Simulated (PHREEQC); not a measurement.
Consider water at 42 °C with 0.0081 mol/kgw HBr, 5.1e-05 mol/kgw ZnSO4 and 3e-05 mol/kgw CuCl2. Closed to the air; pH follows from the charge balance.

Model: ion-association model, phreeqc.dat, run in PHREEQC.

No solid was allowed to form.

**Question.** Estimate the pH.

**Answer.** pH 2.13.

**Question.** In which forms is S present?

**Answer.** SO4-2 55 %, HSO4- 44 % of the S.

Complexes and solids missing from the database can't appear. At this temperature some constants are extrapolated from 25 °C, and those without enthalpy data are left unchanged.
